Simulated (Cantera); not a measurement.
Feed: 1 mol PbO, 0.092 mol H₂, 12 mol N₂, at 10000 Pa.

Method: chemical equilibrium by Gibbs-energy minimisation in Cantera with the NASA 1993 tables (ideal gas, pure condensed phases). Candidate condensed phases: H₂O, Pb, PbO, PbO₂, Pb₃O₄; 27 gas species. Each liquid is taken as pure. Mutual solubility and eutectic melting of coexisting phases are not modelled. Gases not in the tables: (PbO)n polymers. Kinetics and transport are ignored.

Task: Which condensed phases are stable at each of these points (T (K)): 600, 675, 750, 825, 900, 975, 1050, 1125, 1200, 1275, 1350, 1425?

Result: 
```
T (K)     condensed phases  Pb condensed (%)
-----  -------------------  ----------------
600       Pb(s) + PbO(red)             100.0
675       Pb(l) + PbO(red)             100.0
750       Pb(l) + PbO(red)             100.0
825    Pb(l) + PbO(yellow)             100.0
900    Pb(l) + PbO(yellow)             100.0
975    Pb(l) + PbO(yellow)              99.9
1050   Pb(l) + PbO(yellow)              99.4
1125   Pb(l) + PbO(yellow)              97.6
1200        Pb(l) + PbO(l)              91.3
1275                PbO(l)              87.3
1350                PbO(l)              77.9
1425                PbO(l)              47.6
```

At 600 K the condensed part is Pb(s) + PbO(red). From 675 K to 750 K the condensed part is Pb(l) + PbO(red). From 825 K to 1125 K the condensed part is Pb(l) + PbO(yellow). At 1200 K the condensed part is Pb(l) + PbO(l). From 1275 K to 1425 K the condensed part is PbO(l).
